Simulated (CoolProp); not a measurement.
Saturation properties of octamethylcyclotetrasiloxane (D4) (Tc = 313.4 °C, pc = 1.347 MPa, ω = 0.598).

Model: reference Helmholtz-energy equation of state, Thol 2015, in CoolProp.

```json
[
 {"T (°C)": "55.85", "p (MPa)": "0.001015", "liquid density (kg/m³)": "915.3", "enthalpy of vaporisation (kJ/kg)": "174.2", "liquid cp (kJ/(kg K))": "1.725", "surface tension (mN/m)": "[?]"},
 {"T (°C)": "85.25", "p (MPa)": "0.004604", "liquid density (kg/m³)": "880.8", "enthalpy of vaporisation (kJ/kg)": "163.8", "liquid cp (kJ/(kg K))": "1.784", "surface tension (mN/m)": "13.6"},
 {"T (°C)": "114.65", "p (MPa)": "0.01551", "liquid density (kg/m³)": "845.3", "enthalpy of vaporisation (kJ/kg)": "153.5", "liquid cp (kJ/(kg K))": "[?]", "surface tension (mN/m)": "11.5"},
 {"T (°C)": "144.05", "p (MPa)": "0.04186", "liquid density (kg/m³)": "808.1", "enthalpy of vaporisation (kJ/kg)": "142.9", "liquid cp (kJ/(kg K))": "1.918", "surface tension (mN/m)": "[?]"},
 {"T (°C)": "173.45", "p (MPa)": "0.09556", "liquid density (kg/m³)": "768.6", "enthalpy of vaporisation (kJ/kg)": "[?]", "liquid cp (kJ/(kg K))": "1.990", "surface tension (mN/m)": "7.53"},
 {"T (°C)": "202.85", "p (MPa)": "0.1921", "liquid density (kg/m³)": "725.5", "enthalpy of vaporisation (kJ/kg)": "119.6", "liquid cp (kJ/(kg K))": "2.069", "surface tension (mN/m)": "5.66"},
 {"T (°C)": "232.25", "p (MPa)": "0.3506", "liquid density (kg/m³)": "[?]", "enthalpy of vaporisation (kJ/kg)": "[?]", "liquid cp (kJ/(kg K))": "2.160", "surface tension (mN/m)": "3.90"},
 {"T (°C)": "261.65", "p (MPa)": "[?]", "liquid density (kg/m³)": "618.1", "enthalpy of vaporisation (kJ/kg)": "88.24", "liquid cp (kJ/(kg K))": "[?]", "surface tension (mN/m)": "2.26"}
]
```

Question: Complete the blanks.

Answer: 
- 55.85, surface tension (mN/m): 15.7
- 114.65, liquid cp (kJ/(kg K)): 1.849
- 144.05, surface tension (mN/m): 9.48
- 173.45, enthalpy of vaporisation (kJ/kg): 131.8
- 232.25, liquid density (kg/m³): 676.9
- 232.25, enthalpy of vaporisation (kJ/kg): 105.5
- 261.65, p (MPa): 0.5944
- 261.65, liquid cp (kJ/(kg K)): 2.287

It boils at 175.7 °C under 1 atm.

Surface tension comes from a separate correlation (Mulero 2014), older than this fluid's equation and unchecked against measurements.
